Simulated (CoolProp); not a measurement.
Aqueous magnesium chloride as a coolant, 16 % by mass, freezing at -18.8 °C, 1 atm.

Model: Melinder's fits for secondary coolants, in CoolProp.

```csv
T (°C),viscosity (mPa s),conductivity (W/(m K)),Prandtl number,density (kg/m³)
-14.2,6.27,0.501,40.2,1147
-7.5,4.90,0.512,?,1145
-0.9,3.92,0.523,?,1144
5.8,3.16,?,19.3,?
12.5,2.58,0.547,15.4,1140
19.2,2.11,0.558,12.5,?
25.9,1.73,0.570,10.1,1135
32.6,?,0.581,8.13,1132
```

Task: Some entries are withheld; supply them.

Result: 
- -7.5, Prandtl number: 30.9
- -0.9, Prandtl number: 24.3
- 5.8, conductivity (W/(m K)): 0.535
- 5.8, density (kg/m³): 1142
- 19.2, density (kg/m³): 1138
- 32.6, viscosity (mPa s): 1.42
